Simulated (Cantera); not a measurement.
Gas mixture: 19.2 % CH4, 46.0 % C2H4, 34.8 % N2, at 100000 Pa, frozen composition.

Cantera's kinetic-theory transport with the Lennard-Jones parameters of GRI-Mech 3.0, ideal gas; thermal conductivity in the mixture-averaged form.

One state of this run: ρ (kg/m³) = 0.344; cp (J/kg/K) = 2535; μ (µPa s) = 30.3; λ (mW/m/K) = 97.2; Pr = 0.789; D (cm²/s) NH3 = 1.49; D (cm²/s) CO2 = 1.02; D (cm²/s) NO = 1.25. D: mixture-averaged diffusion coefficient of that species in the mixture.

### Question
Which value of T (K) does it belong to?
A) 600
B) 1000
C) 900
D) 500

### Answer
C, 900
